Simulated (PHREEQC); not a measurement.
Consider water at 25 °C with 0.0028 mol KH2PO4 per kg of water. Closed to the air; pH follows from the charge balance.

Equilibrium calculation in PHREEQC: ion-association model, phreeqc.dat.

```
Quantity                        Value
--------------------  ---------------
pH                               4.92
ionic strength        0.00283 mol/kgw
specific conductance        288 µS/cm
```

| species | molality | activity | log γ |
|---|---|---|---|
| K+ | 0.00280 | 0.00264 | -0.026 |
| H2PO4- | 0.00278 | 0.00262 | -0.025 |
| HPO4-2 | 1.72e-5 | 1.36e-5 | -0.100 |
| H+ | 1.26e-5 | 1.20e-5 | -0.023 |
| H3PO4 | 4.61e-6 | 4.62e-6 | 0.000 |
| KHPO4- | 7.43e-8 | 7.02e-8 | -0.025 |

Precipitation was switched off in this run.
